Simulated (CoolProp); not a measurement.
Oxygen along the isotherm 160.3 K: fugacity coefficient from the reference equation and from simpler models built on Tc = 154.6 K, pc = 50.46 bar, ω = 0.022; each cubic takes its own stable root.

Model: reference Helmholtz-energy equation of state, Schmidt 1985, in CoolProp.

| p (bar) | phase | reference | van der Waals | Soave-Redlich-Kwong | Peng-Robinson |
|---|---|---|---|---|---|
| 56.1 | supercritical | 0.6746 | 0.6925 | 0.6723 | 0.6477 |
| 112 | supercritical | 0.4237 | 0.4558 | 0.4319 | 0.4075 |
| 168 | supercritical | 0.3359 | 0.3797 | 0.3460 | 0.3206 |
| 224 | supercritical | 0.2960 | 0.3503 | 0.3067 | 0.2795 |
| 280 | supercritical | 0.2763 | 0.3415 | 0.2871 | 0.2576 |
| 336 | supercritical | 0.2672 | 0.3446 | 0.2781 | 0.2458 |
| 392 | supercritical | 0.2647 | 0.3559 | 0.2757 | 0.2401 |
| 449 | supercritical | 0.2670 | 0.3741 | 0.2779 | 0.2386 |
| 505 | supercritical | 0.2727 | 0.3978 | 0.2836 | 0.2402 |
